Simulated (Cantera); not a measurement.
A closed system holds: 1 mol C2H5OH, 1.6 mol H2O, equilibrated at 1330 Pa.

Method: chemical equilibrium by Gibbs-energy minimisation in Cantera with the NASA 1993 tables (ideal gas, pure condensed phases). Candidate condensed phases: C, C6H6, C7H8, C8H18, H2O; 131 gas species. Ions and electrons are included (thermal ionisation). Rates play no part. All values below are at 3000 K.

Base state: H 0.565, CO 0.204, H2 0.171, O 0.0298, OH 0.0147, H2O 0.0133, CO2 0.00215, O2 0.000922 (mole fractions); condensed: gas only.

Problem. What changes in the equilibrium state with this change: C2H5OH replaced by C3H8?

Solution. 
| species | before | after |
|---|---|---|
| H | 0.565 | 0.607 |
| H2 | 0.171 | 0.197 |
| CO | 0.204 | 0.147 |
| O | 0.0298 | 6.58e-9 |
| C3 | <1e-9 | 0.0234 |
| C2H2 (acetylene) | <1e-9 | 0.0122 |
| OH | 0.0147 | 3.48e-9 |
| H2O | 0.0133 | 3.40e-9 |
| C2H | <1e-9 | 0.00649 |
| C | 1.16e-9 | 0.00380 |
| C2 | <1e-9 | 0.00238 |
| CO2 | 0.00215 | <1e-9 |
| C(graphite), mol | 0 | 0.0957 |
